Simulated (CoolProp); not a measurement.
A closed Brayton cycle with carbon dioxide: compressor inlet 327.15 K and 7.8 MPa, high pressure 22.6 MPa, turbine inlet 955 K, compressor efficiency 0.85, turbine efficiency 0.85, recuperator effectiveness 0.95 (on enthalpy, no pinch check). Each further row changes one setting.

The numbers come from the reference Helmholtz-energy equation of state, Span 1996 in CoolProp.

```csv
case,thermal efficiency (%),net work (kJ/kg),compressor to turbine work,compressor exit (K),turbine exit (K)
as stated,38.0,94.6,0.38,420.7,823.8
turbine inlet 905 K,36.2,85.8,0.41,420.7,778.3
compressor inlet 337.15 K,36.8,88.5,0.42,435.8,823.8
high pressure 19.2 MPa,37.5,83.2,0.37,405.9,843.2
recuperator effectiveness 0.5,20.6,94.6,0.38,420.7,823.8
```
